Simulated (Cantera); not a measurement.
An isothermal, constant-pressure homogeneous reactor starts with C2H6 : N2 = 1 : 110 (molar parts), at 1548 K and 0.540 bar.

Detailed kinetics in Cantera: GRI-Mech 3.0 (53 species, 325 reactions). GRI-Mech 3.0 stops at C3 and has no aromatics, soot or wall deposition, so with more carbon than oxygen in the feed, carbon stays in small species such as C2H2 where larger ones or solid carbon would form.

Task: Predict: x(C2H6) at 10.0 s; x(C2H2) at 10.0 s; x(CH4) at 10.0 s; x(C2H) at 10.0 s; x(C2H4) at 10.0 s.

Result: 
```json
{
  "x(C2H6) at 10.0 s": "2.13e-8 (gas-phase equilibrium 9.43e-11)",
  "x(C2H2) at 10.0 s": "0.00867 (gas-phase equilibrium 0.000967)",
  "x(CH4) at 10.0 s": "0.000342 (gas-phase equilibrium 2.02e-5)",
  "x(C2H) at 10.0 s": "6.87e-9 (gas-phase equilibrium 7.70e-10)",
  "x(C2H4) at 10.0 s": "1.44e-5 (gas-phase equilibrium 1.63e-6)"
}
```
